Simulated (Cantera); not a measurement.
## Reactions in the system Cl-Li-N-O

Cantera with NASA thermochemical tables; ideal gases at 1 bar, condensed phases pure. Values are per mole of reaction as written; species without (g) are pure solids or liquids, kept so even where they would boil at 1 bar.

N2(g) + 8 Cl(g) + 4 Li2O ⇌ 8 LiCl + 2 NO2(g)

```tsv
T (K)	ΔH° (kJ)	ΔS° (J/K)	ΔG° (kJ)	log10 K	condensed phases
300	-1773.2	-709.8	-1560.2	271.65	Li2O(s), LiCl(s)
1400	-1575.3	-475.3	-909.8	33.94	Li2O(s), LiCl(l)
1425	-1575.2	-475.3	-897.9	32.91	Li2O(s), LiCl(l)
1450	-1575.2	-475.3	-886.0	31.92	Li2O(s), LiCl(l)
1475	-1575.3	-475.4	-874.2	30.96	Li2O(s), LiCl(l)
1500	-1575.5	-475.5	-862.3	30.03	Li2O(s), LiCl(l)
1525	-1575.7	-475.6	-850.4	29.13	Li2O(s), LiCl(l)
1550	-1576.0	-475.8	-838.5	28.26	Li2O(s), LiCl(l)
1575	-1576.4	-476.0	-826.6	27.41	Li2O(s), LiCl(l)
1600	-1576.8	-476.3	-814.7	26.60	Li2O(s), LiCl(l)
```
